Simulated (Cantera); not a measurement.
## Thermodynamics of titanium nitride, carbide and oxide coatings, feed Ti + C3H8 + H2

A closed system holds: 1 mol Ti, 0.23 mol C3H8, 19 mol H2, equilibrated at 28.0 mbar.

Equilibrium computed with Cantera from the NASA thermochemical tables; the gas is ideal and each condensed phase is pure. Candidate condensed phases: C, C6H6, C7H8, C8H18, Ti, TiC; 77 gas species. Mutual solubility and eutectic melting of coexisting phases are not modelled. TiC: taken at fixed stoichiometry. Condensed phases not in the tables: N, O or C dissolved in the metal. Kinetics and transport are ignored.

```json
[
 {"T (K)": "1025", "x H2": "1.00", "x H": "2.60e-8", "x Ti": "<1e-12", "x CH4": "3.33e-12", "n Ti(α)": "0.310", "n TiC(s)": "0.690", "n Ti(β)": "0", "n Ti(l)": "0"},
 {"T (K)": "1175", "x H2": "1.000", "x H": "7.33e-7", "x Ti": "1.39e-12", "x CH4": "1.38e-11", "n Ti(α)": "0", "n TiC(s)": "0.690", "n Ti(β)": "0.310", "n Ti(l)": "0"},
 {"T (K)": "1325", "x H2": "1.000", "x H": "9.77e-6", "x Ti": "2.93e-10", "x CH4": "4.28e-11", "n Ti(α)": "0", "n TiC(s)": "0.690", "n Ti(β)": "0.310", "n Ti(l)": "0"},
 {"T (K)": "1475", "x H2": "1.000", "x H": "7.75e-5", "x Ti": "2.06e-8", "x CH4": "1.06e-10", "n Ti(α)": "0", "n TiC(s)": "0.690", "n Ti(β)": "0.310", "n Ti(l)": "0"},
 {"T (K)": "1625", "x H2": "1.000", "x H": "0.000422", "x Ti": "6.52e-7", "x CH4": "2.21e-10", "n Ti(α)": "0", "n TiC(s)": "0.690", "n Ti(β)": "0.310", "n Ti(l)": "0"},
 {"T (K)": "1775", "x H2": "0.998", "x H": "0.00173", "x Ti": "1.14e-5", "x CH4": "4.10e-10", "n Ti(α)": "0", "n TiC(s)": "0.690", "n Ti(β)": "0.310", "n Ti(l)": "0"},
 {"T (K)": "1925", "x H2": "0.994", "x H": "0.00570", "x Ti": "0.000126", "x CH4": "6.92e-10", "n Ti(α)": "0", "n TiC(s)": "0.690", "n Ti(β)": "0.307", "n Ti(l)": "0"},
 {"T (K)": "2075", "x H2": "0.983", "x H": "0.0158", "x Ti": "0.000917", "x CH4": "1.14e-9", "n Ti(α)": "0", "n TiC(s)": "0.690", "n Ti(β)": "0", "n Ti(l)": "0.292"}
]
```
x: gas mole fraction; n: condensed amount in mol.

At 1025 K the condensed part is Ti(α) + TiC(s). From 1175 K to 1925 K the condensed part is Ti(β) + TiC(s). At 2075 K the condensed part is Ti(l) + TiC(s).
